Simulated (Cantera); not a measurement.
Input: 1 mol Si, 0.23 mol H2O, 7.1 mol H2, equilibrated at 10.0 mbar.

Cantera equilibrium calculation (NASA polynomials, part measured and part estimated; ideal gas, pure solids and liquids). Candidate condensed phases: H2O, Si, SiO2; 18 gas species. Gases not in the tables: Si2H6 and higher silanes. Rates play no part. All values below are at 1675 K.

Base state: H2 0.968, SiO 0.0304, H 0.00114, Si 4.34e-5, SiH2 1.09e-5 (mole fractions); condensed: Si(s).

**Question.** What changes in the equilibrium state with this change: 0.49 mol O2 added?

**Answer.** 
| species | before | after |
|---|---|---|
| H2 | 0.968 | 0.901 |
| SiO | 0.0304 | 0.0974 |
| H | 0.00114 | 0.00110 |
| H2O | 5.84e-7 | 0.000145 |
| SiH2 | 1.09e-5 | 1.21e-7 |
| Si | 4.34e-5 | 5.20e-7 |
| Si(s), mol | 0.770 | 0 |
| SiO2(β-quartz), mol | 0 | 0.209 |
The tables hold silica as quartz up to 1696 K and as liquid above; real silica turns to tridymite and cristobalite and melts near 1996 K.
